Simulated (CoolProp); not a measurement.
Properties of methane along the isotherm 109.8 K.

The numbers come from the reference Helmholtz-energy equation of state, Setzmann 1991 in CoolProp.

```csv
p (MPa),phase,density (kg/m³),cv (kJ/(kg K)),Joule-Thomson coefficient (K/MPa),expansivity (1/kK),viscosity (µPa s),conductivity (mW/(m K))
1.15,liquid,426.0,2.068,-0.4283,3.364,123,188
2.3,liquid,[?],2.071,-0.4326,3.312,125,189
3.45,liquid,428.0,2.074,-0.4367,3.263,127,190
4.6,liquid,429.0,2.078,-0.4405,3.216,128,191
5.75,liquid,430.0,2.081,-0.4442,3.171,130,192
6.9,liquid,430.9,2.084,-0.4478,3.127,132,194
8.05,liquid,431.9,2.087,[?],[?],133,195
9.2,liquid,432.8,2.090,-0.4543,3.046,135,196
10.3,liquid,433.6,2.092,[?],3.009,136,197
11.5,liquid,434.6,2.095,-0.4604,2.971,138,198
```

Q: Fill in the missing entries.

A: 
- 2.3, density (kg/m³): 427.0
- 8.05, Joule-Thomson coefficient (K/MPa): -0.4511
- 8.05, expansivity (1/kK): 3.086
- 10.3, Joule-Thomson coefficient (K/MPa): -0.4573

Viscosity comes from a separate model (Quiñones-Cisneros 2006). Thermal conductivity comes from a separate model (Friend 1989).
